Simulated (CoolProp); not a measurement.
Vapour-liquid equilibrium of R113 (1) + n-hexane (2) at 0.333 MPa; x and y are mole fractions of (1).

Model: multi-fluid Helmholtz-energy mixture model, Marx 1992 and Thol 2019; pair parameters Bell 2016, in CoolProp.

Problem. Give the bubble temperature and the first vapour's composition at x = 0.35, 0.575, 0.875. Is there an azeotrope?

Solution. x = 0.35: 373.0 K, y = 0.490; x = 0.575: 368.1 K, y = 0.687; x = 0.875: 363.5 K, y = 0.908. No azeotrope shows between x = 0.05 and 0.95.

The pair parameters rest on a limited set of measurements; away from them the model extrapolates.
